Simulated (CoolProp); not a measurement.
The fluid at 293.15 K and 0.496 MPa (stagnation) flows isentropically through a choked orifice. The same conditions are run with several fluids, on thermodynamics alone (safety and materials aside).

Computed with CoolProp (reference Helmholtz-energy equation of state of each fluid (R125: Lemmon 2005; CH2F2 (R32): Tillner-Roth 1997; CF4 (R14): Platzer 1990; methane: Setzmann 1991; hydrogen sulfide: Lemmon 2006)). The equations of Platzer and Polt are older, rougher fits.

```
fluid             throat to inlet pressure ratio  mass flux (kg/(m² s))  throat temperature (K)
----------------  ------------------------------  ---------------------  ----------------------
R125                                       0.592                   2250                   277.9
CH2F2 (R32)                                0.556                   1550                   260.0
CF4 (R14)                                  0.571                   1930                   270.3
methane                                    0.542                    856                   253.0
hydrogen sulfide                           0.542                   1270                   251.7
```
